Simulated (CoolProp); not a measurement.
A simple Rankine cycle with isohexane: condensing at 303.15 K, boiler at 0.326 MPa, turbine inlet 377.4 K, turbine efficiency 0.8, pump efficiency 0.6, no recuperator. Each further row changes one setting.

Model: reference Helmholtz-energy equation of state, Lemmon 2006, in CoolProp. It is a short technical equation, of lower accuracy than the large ones.

```tsv
case	thermal efficiency (%)	net work (kJ/kg)	heat in (kJ/kg)	turbine exit temperature (K)	volume ratio over the turbine
as stated	12.3	57.7	470	341.2	9.40
turbine inlet 397.4 K	12.0	61.6	513	361.8	9.29
condensing temperature 295.15 K	13.5	65.9	488	336.5	12.9
boiler pressure 0.228 MPa	10.5	49.9	474	347.8	6.46
turbine efficiency 0.7	10.7	50.4	470	345.1	9.51
```
